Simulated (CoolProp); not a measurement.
Properties of octamethyltrisiloxane (MDM) along the isotherm 575 K (Tc = 565.4 K, pc = 14.38 bar, ω = 0.528).

Model: reference Helmholtz-energy equation of state, Thol 2017, in CoolProp.

```json
[
 {"p (bar)": "0.0227", "phase": "gas", "Z": "0.9995", "cp (kJ/(kg K))": "2.092", "cv (kJ/(kg K))": "2.057", "isothermal compressibility (1/MPa)": "440.7"},
 {"p (bar)": "0.0384", "phase": "gas", "Z": "0.9992", "cp (kJ/(kg K))": "2.092", "cv (kJ/(kg K))": "2.057", "isothermal compressibility (1/MPa)": "260.6"},
 {"p (bar)": "0.0647", "phase": "gas", "Z": "0.9986", "cp (kJ/(kg K))": "2.092", "cv (kJ/(kg K))": "2.057", "isothermal compressibility (1/MPa)": "154.8"},
 {"p (bar)": "0.109", "phase": "gas", "Z": "0.9976", "cp (kJ/(kg K))": "2.093", "cv (kJ/(kg K))": "2.057", "isothermal compressibility (1/MPa)": "91.96"},
 {"p (bar)": "0.184", "phase": "gas", "Z": "0.9960", "cp (kJ/(kg K))": "2.093", "cv (kJ/(kg K))": "2.057", "isothermal compressibility (1/MPa)": "54.57"},
 {"p (bar)": "0.311", "phase": "gas", "Z": "0.9932", "cp (kJ/(kg K))": "2.094", "cv (kJ/(kg K))": "2.058", "isothermal compressibility (1/MPa)": "32.38"},
 {"p (bar)": "0.525", "phase": "gas", "Z": "0.9885", "cp (kJ/(kg K))": "2.096", "cv (kJ/(kg K))": "2.058", "isothermal compressibility (1/MPa)": "19.27"},
 {"p (bar)": "0.886", "phase": "gas", "Z": "0.9805", "cp (kJ/(kg K))": "2.099", "cv (kJ/(kg K))": "2.060", "isothermal compressibility (1/MPa)": "11.51"},
 {"p (bar)": "1.5", "phase": "gas", "Z": "(withheld)", "cp (kJ/(kg K))": "(withheld)", "cv (kJ/(kg K))": "(withheld)", "isothermal compressibility (1/MPa)": "6.904"},
 {"p (bar)": "2.52", "phase": "gas", "Z": "0.9428", "cp (kJ/(kg K))": "2.114", "cv (kJ/(kg K))": "2.065", "isothermal compressibility (1/MPa)": "4.221"},
 {"p (bar)": "4.26", "phase": "gas", "Z": "(withheld)", "cp (kJ/(kg K))": "2.135", "cv (kJ/(kg K))": "(withheld)", "isothermal compressibility (1/MPa)": "2.633"},
 {"p (bar)": "7.19", "phase": "gas", "Z": "0.8186", "cp (kJ/(kg K))": "(withheld)", "cv (kJ/(kg K))": "2.086", "isothermal compressibility (1/MPa)": "(withheld)"}
]
```

### Question
Complete the blanks.

### Answer

- 1.5, Z: 0.9666
- 1.5, cp (kJ/(kg K)): 2.104
- 1.5, cv (kJ/(kg K)): 2.062
- 4.26, Z: 0.8997
- 4.26, cv (kJ/(kg K)): 2.072
- 7.19, cp (kJ/(kg K)): 2.188
- 7.19, isothermal compressibility (1/MPa): 1.757
